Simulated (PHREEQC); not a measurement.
5 g of hydrous ferric oxide (600 m²/g; 0.2 weak and 0.005 strong sites per Fe, Dzombak-Morel constants, diffuse double layer) in 1 kg of water with 0.001 mol/kgw of an inert sodium salt and 0.00024 mol NaF, at 25 °C; the pH is set by adding NaOH or the inert anion's acid. O2 is buffered at 0.21 atm. The system is closed to CO2. No solid was allowed to form.

Equilibrium calculation in PHREEQC: ion-association model, wateq4f.dat.

```
pH    F sorbed (%)  surface charge σ (C/m²)  surface potential ψ (mV)
----  ------------  -----------------------  ------------------------
3             99.8                    0.302                       212
3.38          99.8                    0.253                       208
3.75          99.8                    0.200                       202
4.12          99.8                    0.151                       193
4.5           99.7                    0.108                       181
4.88          99.6                    0.075                       167
5.25          99.3                    0.051                       152
5.62          98.6                    0.034                       135
6             97.1                    0.022                       116
6.38          93.8                    0.014                        96
6.75          87.3                    0.009                        76
7.12          75.6                    0.006                        55
7.5           57.4                    0.003                        34
7.88          37.0                    0.001                        13
8.25          20.6                   -0.001                        -9
8.62          10.2                   -0.003                       -30
9              4.7                   -0.005                       -51
```

The oxide is taken as insoluble; below pH 4 it would dissolve.
